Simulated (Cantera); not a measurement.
**Ignition delay**

Mixture: 35.9 % H2, 11.2 % O2, 52.8 % N2, at 750 Torr, adiabatic and at constant pressure. Ignition delay is the time to a rise of 400 K.

Cantera simulation using the H2/O2 subset of GRI-Mech 3.0, which has no nitrogen chemistry; the numbers are that mechanism's predictions, not measurements. Where the delays flatten at high temperature, the 400 K rule measures the pace of heat release, not the induction time.

```tsv
T0 (K)	delay (ms)
1298	0.0366
1398	0.0269
1498	0.0222
1598	0.0201
1698	0.0196
1798	0.0202
1898	0.0217
1998	0.0238
2098	0.0267
2198	0.0302
```
